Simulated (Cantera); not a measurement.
Input: 1 mol SiO2, 0.051 mol N2, at 10.0 Torr.

Cantera equilibrium calculation (NASA polynomials, part measured and part estimated; ideal gas, pure solids and liquids). Candidate condensed phases: Si, SiO2, Si2N2O, Si3N4; 30 gas species. Ions and electrons are included (thermal ionisation). The tables' values for SiO2, SiN are old estimates; treat these amounts as uncertain. The tables hold silica as quartz up to 1696 K and as liquid above; real silica turns to tridymite and cristobalite and melts near 1996 K. Equilibrium is a limit: real reactors are often held back by kinetics, nucleation or transport.

x: gas mole fraction; n: condensed amount in mol.

```json
[
 {"T (°C)": "1727", "x N2": "0.998", "x O": "9.02e-5", "x SiO": "0.000867", "x Si": "4.18e-12", "x O2": "0.000242", "x N": "7.81e-9", "x SiO2": "1.92e-5", "x NO": "0.000293", "n SiO2(l)": "1.000"},
 {"T (°C)": "2227", "x N2": "0.429", "x O": "0.0475", "x SiO": "0.348", "x Si": "5.60e-8", "x O2": "0.143", "x N": "1.66e-6", "x SiO2": "0.0177", "x NO": "0.0140", "n SiO2(l)": "0.957"},
 {"T (°C)": "2727", "x N2": "0.0247", "x O": "(withheld)", "x SiO": "(withheld)", "x Si": "(withheld)", "x O2": "(withheld)", "x N": "(withheld)", "x SiO2": "0.00499", "x NO": "(withheld)", "n SiO2(l)": "0"},
 {"T (°C)": "3227", "x N2": "0.0234", "x O": "0.467", "x SiO": "0.493", "x Si": "(withheld)", "x O2": "(withheld)", "x N": "(withheld)", "x SiO2": "0.000511", "x NO": "(withheld)", "n SiO2(l)": "0"},
 {"T (°C)": "3727", "x N2": "0.0224", "x O": "0.493", "x SiO": "0.461", "x Si": "0.0183", "x O2": "0.00146", "x N": "0.00230", "x SiO2": "7.38e-5", "x NO": "0.00166", "n SiO2(l)": "0"},
 {"T (°C)": "4227", "x N2": "0.0157", "x O": "0.559", "x SiO": "0.265", "x Si": "0.146", "x O2": "0.000336", "x N": "0.00976", "x SiO2": "1.08e-5", "x NO": "0.000898", "n SiO2(l)": "0"},
 {"T (°C)": "4727", "x N2": "0.00602", "x O": "0.621", "x SiO": "0.0599", "x Si": "0.271", "x O2": "0.000105", "x N": "0.0223", "x SiO2": "8.32e-7", "x NO": "0.000394", "n SiO2(l)": "0"}
]
```

Task: Complete the blanks.

Result: 
- 2727, x O: 0.320
- 2727, x SiO: 0.538
- 2727, x Si: 8.90e-6
- 2727, x O2: 0.106
- 2727, x N: 1.90e-5
- 2727, x NO: 0.00601
- 3227, x Si: 0.000606
- 3227, x O2: 0.0120
- 3227, x N: 0.000294
- 3227, x NO: 0.00330
